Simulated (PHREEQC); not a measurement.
Make-up at 35 °C: 22 mmol/kgw CuSO4, 22 mmol/kgw HNO3 and 1.3 mmol/kgw NaCl. Closed to the air; pH follows from the charge balance.

Computed with PHREEQC (ion-association model, wateq4f.dat).

| Item | Value |
|---|---|
| pH | 1.91 |
| ionic strength | 0.0745 mol/kgw |
| total alkalinity | -22.0 meq/kg |

| species | molality | activity | log γ |
|---|---|---|---|
| NO3- | 0.0220 | 0.0170 | -0.112 |
| Cu+2 | 0.0163 | 0.00701 | -0.368 |
| H+ | 0.0149 | 0.0124 | -0.078 |
| SO4-2 | 0.00924 | 0.00373 | -0.394 |
| HSO4- | 0.00713 | 0.00565 | -0.101 |
| CuSO4 | 0.00561 | 0.00571 | 0.007 |
| Na+ | 0.00128 | 0.00102 | -0.099 |
| Cl- | 0.00126 | 0.000987 | -0.107 |
| CuCl+ | 3.80e-5 | 2.99e-5 | -0.104 |
| NaSO4- | 2.52e-5 | 2.02e-5 | -0.095 |
| CuCl2 | 1.73e-8 | 1.76e-8 | 0.007 |
| CuOH+ | 7.16e-9 | 5.64e-9 | -0.104 |

This is a speciation only: nothing precipitates in the calculation.
